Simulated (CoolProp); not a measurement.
Vapour-liquid equilibrium of isobutene (1) + ethanol (2) at 95.05 °C; x and y are mole fractions of (1).

Values from CoolProp's multi-fluid Helmholtz-energy mixture model, Lemmon 2005 and Schroeder 2014; pair parameters Bell 2016.

**Question.** Give the bubble pressure and the first vapour's composition at x = 0.05, 0.65, 0.725. Is there an azeotrope?

**Answer.** x = 0.05: 0.4112 MPa, y = 0.542; x = 0.65: 1.406 MPa, y = 0.886; x = 0.725: 1.446 MPa, y = 0.896. No azeotrope shows between x = 0.05 and 0.95.

The pair parameters rest on a limited set of measurements; away from them the model extrapolates. With so large a gap from Raoult's law the liquid may split in two, which this calculation doesn't test in full.
